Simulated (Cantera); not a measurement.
Feed: 1 mol Si, 0.2 mol O2, 13 mol N2, held at 998 K and 1000 Pa.

These are equilibrium values from Cantera (NASA tables, ideal gas, pure condensed phases), not measurements of a reactor. Candidate condensed phases: Si, SiO2, Si2N2O, Si3N4; 16 gas species. N2 is the only nitrogen source here; it is nearly inert below about 1500 K, so the nitride shown seldom forms there in practice. Equilibrium is a limit: real reactors are often held back by kinetics, nucleation or transport.

Base state: N2 1.00 (mole fractions); condensed: Si2N2O(s) + Si3N4(s).

Question: What changes in the equilibrium state with this change: temperature from 998 K to 1925 K?

Answer: 
| species | before | after |
|---|---|---|
| N2 | 1.00 | 0.968 |
| SiO | <1e-9 | 0.0298 |
| Si | <1e-9 | 0.00174 |
| Si2N | <1e-9 | 7.58e-5 |
| SiN | <1e-9 | 5.37e-5 |
| Si2 | <1e-9 | 1.49e-5 |
| Si2N2O(s), mol | 0.400 | 0 |
| Si3N4(s), mol | 0.0667 | 0 |
| Si(l), mol | 0 | 0.573 |
The tables' values for SiN are old estimates; treat these amounts as uncertain.
